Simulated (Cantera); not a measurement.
Input: 1 mol C, 1.1 mol CO2, 26 mol N2, 0.48 mol NH3, equilibrated at 2100 K and 47.0 Pa.

These are equilibrium values from Cantera (NASA tables, ideal gas, pure condensed phases), not measurements of a reactor. Candidate condensed phases: C, C6H6, C7H8, C8H18, H2O; 136 gas species. Equilibrium is a limit: real reactors are often held back by kinetics, nucleation or transport.

Base state: N2 0.895, CO 0.0702, H 0.0172, H2 0.0144, H2O 0.00148, CO2 0.00146, OH 0.000211, O 0.000180 (mole fractions); condensed: gas only.

Question: What changes in the equilibrium state with this change: NH3 from 0.48 to 0.046 mol?

Answer: 
```json
[
 {"species": "N2", "before": "0.895", "after": "0.921"},
 {"species": "CO", "before": "0.0702", "after": "0.0715"},
 {"species": "H", "before": "0.0172", "after": "0.00344"},
 {"species": "H2", "before": "0.0144", "after": "0.000572"},
 {"species": "H2O", "before": "0.00148", "after": "0.000112"},
 {"species": "O2", "before": "7.91e-6", "after": "2.85e-5"}
]
```
